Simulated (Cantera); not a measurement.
Feed: 1 mol SiC, 0.59 mol C, 1.6 mol H₂, equilibrated at 2750 K and 47.0 Pa.

Cantera's Mixture.equilibrate('TP', solver="vcs", rtol=1e-11, max_steps=5000) on the NASA tables stopped like this:

```
ERROR: FAILURE its = 5001!

*******************************************************************************
CanteraError thrown by MultiPhase::equilibrate:
VCS solver failed. Return code: -1
*******************************************************************************
```

Task: What got this run through?

Result: Several could match; the one computed here: The failure is numerical, not chemical. The same input converged with solver="gibbs", rtol=1e-10, max_steps=50000, and the result passed a check of the equilibrium conditions:
```
       temperature   2750 K
          pressure   47 Pa
           density   2.2434e-05 kg/m^3
  mean mol. weight   10.914 kg/kmol
   phase of matter   gas

                          1 kg             1 kmol
                     ---------------   ---------------
          enthalpy        3.3828e+07        3.6919e+08  J
   internal energy        3.1733e+07        3.4633e+08  J
           entropy             24580        2.6826e+05  J/K
    Gibbs function       -3.3766e+07       -3.6852e+08  J
 heat capacity c_p            2454.9             26793  J/K
 heat capacity c_v            1693.1             18478  J/K

                      mass frac. Y      mole frac. X     chem. pot. / RT
                     ---------------   ---------------   ---------------
                 C         0.0088408         0.0080332            -3.488
                CH        3.0912e-05        2.5914e-05           -19.145
                C2         0.0076395         0.0034708           -6.9761
               C2H         0.0049879         0.0021749           -22.633
    C2H2,acetylene         0.0029967         0.0012561            -38.29
                C3           0.11852          0.035897           -10.464
                C4        0.00024597        5.5875e-05           -13.952
              C4H2        6.7419e-05        1.4698e-05           -45.266
                C5         0.0015825        0.00028758            -17.44
                 H          0.061574           0.66668           -15.657
                H2         0.0082459           0.04464           -31.314
                Si           0.40729           0.15827           -13.447
               SiC        0.00084084        0.00022887           -16.936
              SiC2           0.37491          0.078526           -20.424
               SiH        0.00036108        0.00013545           -29.104
               Si2        8.6968e-05        1.6898e-05           -26.895
              Si2C         0.0017722        0.00028367           -30.383
     [  +70 minor]        8.2247e-06        3.4352e-06

C(gr)             3.75158e-01 mol
Si(L)             0.00000e+00 mol
SiC(b)            0.00000e+00 mol
```

The gas is ideal and each condensed phase is pure.
